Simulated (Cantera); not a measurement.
# Iron carbonyl, mercury and lead vapours: Pb + O₂ + N₂

Feed: 1 mol Pb, 1.8 mol O₂, 2.9 mol N₂, at 1.00 bar.

Cantera equilibrium calculation (NASA polynomials, part measured and part estimated; ideal gas, pure solids and liquids). Candidate condensed phases: Pb, PbO, PbO₂, Pb₃O₄; 12 gas species. Equilibrium is a limit: real reactors are often held back by kinetics, nucleation or transport.

From 900 K to 1150 K the condensed part is PbO(yellow). At 1175 K the condensed part is PbO(l).

```json
[
 {"T (K)": "900", "x N₂": "0.690", "x O₂": "0.310", "x NO": "1.05e-5", "x PbO": "7.46e-9", "x NO₂": "1.49e-6", "n PbO(yellow)": "1.00", "n PbO(l)": "0"},
 {"T (K)": "925", "x N₂": "0.690", "x O₂": "0.310", "x NO": "1.46e-5", "x PbO": "2.04e-8", "x NO₂": "1.68e-6", "n PbO(yellow)": "1.00", "n PbO(l)": "0"},
 {"T (K)": "950", "x N₂": "0.690", "x O₂": "0.310", "x NO": "1.99e-5", "x PbO": "5.28e-8", "x NO₂": "1.89e-6", "n PbO(yellow)": "1.00", "n PbO(l)": "0"},
 {"T (K)": "975", "x N₂": "0.690", "x O₂": "0.310", "x NO": "2.68e-5", "x PbO": "1.30e-7", "x NO₂": "2.10e-6", "n PbO(yellow)": "1.000", "n PbO(l)": "0"},
 {"T (K)": "1000", "x N₂": "0.690", "x O₂": "0.310", "x NO": "3.55e-5", "x PbO": "3.05e-7", "x NO₂": "2.33e-6", "n PbO(yellow)": "1.000", "n PbO(l)": "0"},
 {"T (K)": "1025", "x N₂": "0.690", "x O₂": "0.309", "x NO": "4.65e-5", "x PbO": "6.85e-7", "x NO₂": "2.57e-6", "n PbO(yellow)": "1.000", "n PbO(l)": "0"},
 {"T (K)": "1050", "x N₂": "0.690", "x O₂": "0.309", "x NO": "6.00e-5", "x PbO": "1.48e-6", "x NO₂": "2.82e-6", "n PbO(yellow)": "1.000", "n PbO(l)": "0"},
 {"T (K)": "1075", "x N₂": "0.690", "x O₂": "0.309", "x NO": "7.66e-5", "x PbO": "3.08e-6", "x NO₂": "3.09e-6", "n PbO(yellow)": "1.000", "n PbO(l)": "0"},
 {"T (K)": "1100", "x N₂": "0.690", "x O₂": "0.309", "x NO": "9.66e-5", "x PbO": "6.19e-6", "x NO₂": "3.36e-6", "n PbO(yellow)": "1.000", "n PbO(l)": "0"},
 {"T (K)": "1125", "x N₂": "0.690", "x O₂": "0.309", "x NO": "0.000121", "x PbO": "1.21e-5", "x NO₂": "3.65e-6", "n PbO(yellow)": "1.000", "n PbO(l)": "0"},
 {"T (K)": "1150", "x N₂": "0.690", "x O₂": "0.309", "x NO": "0.000149", "x PbO": "2.28e-5", "x NO₂": "3.95e-6", "n PbO(yellow)": "1.000", "n PbO(l)": "0"},
 {"T (K)": "1175", "x N₂": "0.690", "x O₂": "0.309", "x NO": "0.000183", "x PbO": "4.03e-5", "x NO₂": "4.25e-6", "n PbO(yellow)": "0", "n PbO(l)": "1.000"}
]
```
x: gas mole fraction; n: condensed amount in mol.
